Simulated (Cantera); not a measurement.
What does this Cantera script print?

```python
import numpy as np
import cantera as ct

gas = ct.Solution("gri30.yaml")
gas.TPX = 600, 13332, {'CH4': 1, 'C2H6': 0.034, 'O2': 1.93, 'N2': 7.24}
flame = ct.FreeFlame(gas, width=0.16)
flame.set_refine_criteria(ratio=3, slope=0.08, curve=0.16)
flame.transport_model = "mixture-averaged"
flame.solve(loglevel=0, auto=True)
z, T = flame.grid, flame.T
thick = (T[-1] - T[0]) / np.gradient(T, z).max()
show = ['CH4', 'C2H6', 'O2', 'C2H4', 'N2O', 'NO']
print(f"laminar burning velocity  {flame.velocity[0] * 100:.3f} cm/s")
print(f"burnt temperature         {T[-1]:.1f} K")
print(f"thermal thickness         {thick * 1e3:.4f} mm")
print(f"grid points               {len(z)}")
z0 = z[flame.heat_release_rate.argmax()]
print(f"{'z/mm':>9s}{'T/K':>9s}{'u/(m/s)':>9s}" + "".join(f"{s:>11s}" for s in show))
rows = []
for k in (-3, -2, -1.5, -1, -0.5, -0.25, 0, 0.25, 0.5, 1, 2, 4, 8):
    zz = z0 + k * thick
    rows.append([k * thick, np.interp(zz, z, T), np.interp(zz, z, flame.velocity),
                 *(np.interp(zz, z, flame.X[gas.species_index(s)]) for s in show)])
    print(f"{rows[-1][0] * 1e3:9.3f}{rows[-1][1]:9.1f}{rows[-1][2]:9.3f}" + "".join(f"{x:11.3e}" for x in rows[-1][3:]))
```

It prints:

```
laminar burning velocity  181.546 cm/s
burnt temperature         2315.1 K
thermal thickness         1.9441 mm
grid points               154
     z/mm      T/K  u/(m/s)        CH4       C2H6         O2       C2H4        N2O         NO
   -5.832    600.0    1.817  9.791e-02  3.329e-03  1.890e-01  3.232e-08  4.403e-15  4.372e-11
   -3.888    600.8    1.823  9.762e-02  3.322e-03  1.885e-01  8.187e-07  1.590e-13  1.019e-09
   -2.916    605.4    1.843  9.698e-02  3.311e-03  1.877e-01  5.399e-06  1.703e-12  7.938e-09
   -1.944    650.0    1.994  9.352e-02  3.307e-03  1.838e-01  4.043e-05  3.533e-11  1.027e-07
   -0.972    989.6    3.098  7.008e-02  3.341e-03  1.564e-01  3.780e-04  7.504e-10  1.280e-06
   -0.486   1384.3    4.402  3.965e-02  1.671e-03  1.158e-01  8.325e-04  2.580e-09  3.570e-06
    0.000   1760.5    5.670  1.110e-02  1.259e-04  6.752e-02  5.290e-04  6.145e-09  8.325e-06
    0.486   1930.5    6.241  1.285e-03  9.988e-07  3.667e-02  5.242e-05  9.194e-09  1.511e-05
    0.972   1967.9    6.354  8.015e-05  2.299e-09  2.390e-02  1.456e-06  1.089e-08  2.024e-05
    1.944   1986.0    6.386  2.612e-07  3.105e-14  1.743e-02  8.242e-10  1.131e-08  2.442e-05
    3.888   2002.8    6.418  2.577e-11  1.115e-20  1.550e-02  1.174e-14  1.094e-08  2.720e-05
    7.776   2024.1    6.474  2.442e-15  1.681e-25  1.471e-02  3.357e-19  1.114e-08  3.147e-05
   15.553   2058.2    6.566  4.275e-17 -1.831e-31  1.376e-02  3.657e-25  1.186e-08  4.033e-05
```

Detailed kinetics in Cantera: GRI-Mech 3.0 (53 species, 325 reactions). Burning velocities carry a grid error of a few per cent, more on coarse grids.
